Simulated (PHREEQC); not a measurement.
Model water analysis in mg/kgw, 25 °C, pH 6.84, pe 1.4:

```json
[
 {"constituent": "Na", "mg/kgw": "2210"},
 {"constituent": "K", "mg/kgw": "729"},
 {"constituent": "Ca", "mg/kgw": "58.4"},
 {"constituent": "Mg", "mg/kgw": "666"},
 {"constituent": "Cl", "mg/kgw": "5210"},
 {"constituent": "S(6) as SO4", "mg/kgw": "1270"},
 {"constituent": "Alkalinity as HCO3", "mg/kgw": "104"},
 {"constituent": "Sr", "mg/kgw": "2.16"}
]
```

Valence states are taken as typed.

The numbers come from PHREEQC with the ion-association model, wateq4f.dat.

No solid was allowed to form.

**Question.** Order these Mg species by the share of Mg that they hold, largest first: Mg+2, MgSO4, MgHCO3+.

**Answer.** Mg+2 (85 %), MgSO4 (15 %), MgHCO3+ (0.53 %)

**Question.** Order these C species by the share of C that they hold, largest first: CO2, MgHCO3+, HCO3-, CaHCO3+, NaHCO3.

**Answer.** HCO3- (73 %), CO2 (17 %), MgHCO3+ (7.1 %), NaHCO3 (2.1 %), CaHCO3+ (0.38 %)

The pH is 6.84 and the ionic strength 0.196 mol/kgw.
